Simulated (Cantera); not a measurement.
Charge: 1 mol TEOS, a varied amount of O2, 15 mol N2, at 1000 K and 100 Torr.

These are equilibrium values from Cantera (NASA tables, ideal gas, pure condensed phases), not measurements of a reactor. Candidate condensed phases: C, C6H6, C7H8, C8H18, H2O, Si, SiC, SiO2, Si2N2O, Si3N4; 151 gas species. The feed counts by its element totals alone. Rates play no part.

Question: Which condensed phases are stable at each of these points (n(O2) (mol)): 0.98, 1.8, 2.7, 3.5, 4.4, 5.2, 6, 6.9, 7.7, 8.6, 9.4, 10?

Answer: 
```json
[
 {"n(O2) (mol)": "0.98", "condensed phases": "C(graphite) + SiO2(β-quartz)", "Si condensed (%)": "100.0"},
 {"n(O2) (mol)": "1.8", "condensed phases": "C(graphite) + SiO2(β-quartz)", "Si condensed (%)": "100.0"},
 {"n(O2) (mol)": "2.7", "condensed phases": "C(graphite) + SiO2(β-quartz)", "Si condensed (%)": "100.0"},
 {"n(O2) (mol)": "3.5", "condensed phases": "SiO2(β-quartz)", "Si condensed (%)": "100.0"},
 {"n(O2) (mol)": "4.4", "condensed phases": "SiO2(β-quartz)", "Si condensed (%)": "100.0"},
 {"n(O2) (mol)": "5.2", "condensed phases": "SiO2(β-quartz)", "Si condensed (%)": "100.0"},
 {"n(O2) (mol)": "6", "condensed phases": "SiO2(β-quartz)", "Si condensed (%)": "100.0"},
 {"n(O2) (mol)": "6.9", "condensed phases": "SiO2(β-quartz)", "Si condensed (%)": "100.0"},
 {"n(O2) (mol)": "7.7", "condensed phases": "SiO2(β-quartz)", "Si condensed (%)": "100.0"},
 {"n(O2) (mol)": "8.6", "condensed phases": "SiO2(β-quartz)", "Si condensed (%)": "100.0"},
 {"n(O2) (mol)": "9.4", "condensed phases": "SiO2(β-quartz)", "Si condensed (%)": "100.0"},
 {"n(O2) (mol)": "10", "condensed phases": "SiO2(β-quartz)", "Si condensed (%)": "100.0"}
]
```

From 0.98 mol O2 to 2.7 mol O2 the condensed part is C(graphite) + SiO2(β-quartz). From 3.5 mol O2 to 10 mol O2 the condensed part is SiO2(β-quartz).
